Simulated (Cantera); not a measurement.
A freely propagating, adiabatic, planar premixed flame of H2 : O2 : N2 = 1 : 0.263 : 0.989 (molar parts), unburnt at 675 K and 7500 Torr; mixture-averaged transport, grid criteria slope 0.08 and curve 0.16, no radiation.

Computed with Cantera and the H2/O2 subset of GRI-Mech 3.0, which has no nitrogen chemistry. The hydrogen kinetics of GRI-Mech 3.0 are dated; newer H2 mechanisms differ, most at raised pressure. Burning velocities carry a grid error of a few per cent, more on coarse grids.

x: mole fraction of selected species; z is measured from the peak of heat release.

| z (mm) | T (K) | u (m/s) | x H2 | x O2 | x H2O | x O | x H | x HO2 |
|---|---|---|---|---|---|---|---|---|
| -0.0753 | 675 | 10.8 | 0.444 | 0.117 | <1e-8 | <1e-8 | <1e-8 | <1e-8 |
| -0.0502 | 675 | 10.8 | 0.444 | 0.117 | 3.38e-8 | <1e-8 | <1e-8 | <1e-8 |
| -0.0376 | 675 | 10.8 | 0.444 | 0.117 | 2.74e-7 | <1e-8 | <1e-8 | ? |
| -0.0251 | 676 | 10.8 | 0.443 | 0.117 | 1.00e-5 | 3.46e-8 | 3.76e-8 | ? |
| -0.0125 | 738 | 11.6 | 0.431 | 0.117 | 0.00273 | 1.77e-5 | 0.000187 | ? |
| -0.00627 | 1026 | 15.7 | 0.393 | 0.109 | 0.0306 | 0.000342 | 0.00458 | ? |
| 0 | 1446 | 21.5 | 0.323 | 0.0771 | 0.101 | 0.00176 | 0.0216 | ? |
| 0.00627 | 1752 | 25.8 | 0.258 | 0.0367 | 0.179 | 0.00244 | 0.0405 | ? |
| 0.0125 | 1914 | 28.0 | 0.226 | 0.0143 | 0.222 | 0.00185 | 0.0479 | ? |
| 0.0251 | 2057 | 29.9 | 0.214 | 0.00244 | 0.247 | 0.00102 | 0.0447 | ? |
| 0.0502 | 2171 | 31.3 | 0.218 | 0.000385 | 0.254 | 0.000554 | 0.0331 | ? |
| 0.100 | 2263 | 32.4 | 0.224 | 0.000139 | 0.258 | 0.000255 | 0.0217 | ? |
| 0.201 | 2328 | 33.2 | 0.229 | 5.42e-5 | 0.261 | 9.89e-5 | 0.0132 | ? |

Problem. Fill in the missing entries.

Solution. 
- -0.0376, x HO2: 9.13e-8
- -0.0251, x HO2: 4.84e-6
- -0.0125, x HO2: 0.000805
- -0.00627, x HO2: 0.000986
- 0, x HO2: 0.000494
- 0.00627, x HO2: 0.000217
- 0.0125, x HO2: 8.13e-5
- 0.0251, x HO2: 1.33e-5
- 0.0502, x HO2: 2.49e-6
- 0.100, x HO2: 1.01e-6
- 0.201, x HO2: 3.71e-7
